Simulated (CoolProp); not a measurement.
Properties of n-undecane at several states (Tc = 638.8 K, pc = 19.90 bar, ω = 0.539).

Model: reference Helmholtz-energy equation of state, Aleksandrov 2011, in CoolProp. It is a short technical equation, of lower accuracy than the large ones.

| T (K) | p (bar) | phase | density (kg/m³) | cv (kJ/(kg K)) | expansivity (1/kK) | fugacity coefficient |
|---|---|---|---|---|---|---|
| 411.6 | 7.05 | liquid | 649.6 | ? | ? | ? |
| 410.5 | 1.99 | liquid | 649.6 | ? | ? | 0.09305 |
| 436.8 | 0.478 | liquid | 627.6 | ? | 1.355 | ? |

Task: What belongs in the gaps?

Result: 
- 411.6, cv (kJ/(kg K)): 2.243
- 411.6, expansivity (1/kK): 1.241
- 411.6, fugacity coefficient: 0.02824
- 410.5, cv (kJ/(kg K)): 2.239
- 410.5, expansivity (1/kK): 1.248
- 436.8, cv (kJ/(kg K)): 2.341
- 436.8, fugacity coefficient: 0.8643
